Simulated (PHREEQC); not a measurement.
Model water analysis in mg/kgw, 25 °C, pH 7.08, pe 12.6:

| constituent | mg/kgw |
|---|---|
| Na | 3.68 |
| K | 5.58 |
| Ca | 22.8 |
| Mg | 27 |
| Cl | 48.4 |
| S(6) as SO4 | 61 |
| Alkalinity as HCO3 | 61.3 |
| Cd | 0.131 |
| Li | 0.0118 |

Valence states are taken as typed.

The numbers come from PHREEQC with the ion-association model, wateq4f.dat.

Task: The ionic strength comes out as 0.00554 mol/kgw. What activity coefficients do HCO3-, K+, Na+, Mg+2, MgHCO3+ get?

Result: HCO3- 0.92, K+ 0.92, Na+ 0.92, Mg+2 0.74, MgHCO3+ 0.92.

Precipitation was switched off in this run.
